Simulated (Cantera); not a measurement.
**Catalytic stagnation flow on Pt**

A jet of 3.83 % CH4, 18.6 % O2, 77.5 % N2 at 300 K and 34.5 Torr hits a platinum plate 3.1 cm away at a mass flux of 0.03 kg/m²/s; the plate temperature is set and raised in steps from an oxygen-covered start.

Computed with Cantera and Deutschmann's 1995 Pt surface mechanism with GRI-Mech 3.0 gas chemistry. Catalytic surfaces can have several steady states; this one follows from the mechanism file's or the stated starting coverage.

```tsv
plate T (K)	wall x CH4	wall x O2	wall x H2O	wall x OH	wall x CO	wall x CO2	θ free Pt	θ O*
900	0.0289	0.166	0.0175	3.64e-8	1.14e-5	0.0115	0.214	0.786
950	0.0240	0.156	0.0268	1.19e-7	1.31e-5	0.0176	0.284	0.715
1000	0.0194	0.146	0.0352	3.40e-7	1.44e-5	0.0231	0.356	0.643
1050	0.0157	0.138	0.0420	8.42e-7	1.56e-5	0.0277	0.428	0.571
1100	0.0129	0.132	0.0471	1.88e-6	1.69e-5	0.0310	0.497	0.502
```
x: mole fraction at the wall; θ: surface coverage.
